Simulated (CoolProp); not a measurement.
R22 at several states: fugacity coefficient from the reference equation and from simpler models built on Tc = 96.1 °C, pc = 4.990 MPa, ω = 0.221; each cubic takes its own stable root.

The numbers come from the reference Helmholtz-energy equation of state, Kamei 1995 in CoolProp.

| T (°C) | p (MPa) | phase | reference |
|---|---|---|---|
| 209.65 | 4.34 | gas | 0.8900 |
| 74.95 | 0.0129 | gas | 0.9989 |
| 31.95 | 0.207 | gas | 0.9728 |
| 20.95 | 1.16 | liquid | 0.6977 |
| 81.85 | 0.0129 | gas | 0.9990 |
| 109.95 | 2.63 | gas | 0.8439 |

### Question
How far does each simpler model (van der Waals, Redlich-Kwong, Peng-Robinson) lie from the reference over these 6 states: mean and median of the absolute difference, and the worst?

### Answer
- van der Waals: mean 5.2 %, median 1.2 %, worst +26.4 % at 20.95 °C and 1.16 MPa
- Redlich-Kwong: mean 4.0 %, median 0.2 %, worst +22.0 % at 20.95 °C and 1.16 MPa
- Peng-Robinson: mean 0.6 %, median 0.1 %, worst -1.7 % at 209.65 °C and 4.34 MPa

At some of these states van der Waals, Redlich-Kwong gives the other phase, because its saturation line lies elsewhere.
